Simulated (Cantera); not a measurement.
An isothermal, constant-pressure homogeneous reactor starts with 30.3 % C₂H₆, 69.7 % N₂, at 1500 K and 24.0 Pa.

Model: GRI-Mech 3.0 (53 species, 325 reactions), integrated in Cantera. GRI-Mech 3.0 stops at C3 and has no aromatics, soot or wall deposition, so with more carbon than oxygen in the feed, carbon stays in small species such as C2H2 where larger ones or solid carbon would form. Radical loss at walls, strong at low pressure, is not modelled.

Q: Predict: x(C₂H₆) at 300 s; x(H) at 300 s; x(C₂H₄) at 300 s; x(HCN) at 300 s; x(CH₂) at 300 s; x(C₂H₂) at 300 s; x(H₂) at 300 s.

A: 
```
Item                                                 Result
----------------  -----------------------------------------
x(C₂H₆) at 300 s   5.77e-7 (gas-phase equilibrium 2.65e-12)
x(H) at 300 s     0.000222 (gas-phase equilibrium 0.000702)
x(C₂H₄) at 300 s    6.83e-5 (gas-phase equilibrium 3.39e-6)
x(HCN) at 300 s       7.06e-7 (gas-phase equilibrium 0.111)
x(CH₂) at 300 s    1.11e-7 (gas-phase equilibrium 9.98e-10)
x(C₂H₂) at 300 s        0.183 (gas-phase equilibrium 0.133)
x(H₂) at 300 s          0.356 (gas-phase equilibrium 0.377)
```
